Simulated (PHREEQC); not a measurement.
0.016 g of hydrous ferric oxide (600 m²/g; 0.2 weak and 0.005 strong sites per Fe, Dzombak-Morel constants, diffuse double layer) in 1 kg of water with 0.1 mol/kgw of an inert sodium salt, at 25 °C; the pH is set by adding NaOH or the inert anion's acid. Oxygen is held at 0.21 atm. The system is closed to CO2. Nothing may precipitate in this run.

Computed with PHREEQC (ion-association model, wateq4f.dat).

```csv
pH,surface charge σ (C/m²),surface potential ψ (mV)
4,0.321,147
4.38,0.285,141
4.75,(withheld),(withheld)
5.12,0.201,123
5.5,0.159,(withheld)
5.88,0.122,98
6.25,0.091,84
6.62,0.066,69
7,(withheld),52
7.38,0.027,35
7.75,0.013,17
8.12,0.000,0
8.5,-0.014,-19
8.88,-0.029,-37
9.25,-0.046,-54
9.62,-0.067,-70
10,-0.094,-85
```

Task: What belongs in the gaps?

Result: 
- 4.75, surface charge σ (C/m²): 0.244
- 4.75, surface potential ψ (mV): 133
- 5.5, surface potential ψ (mV): 111
- 7, surface charge σ (C/m²): 0.045
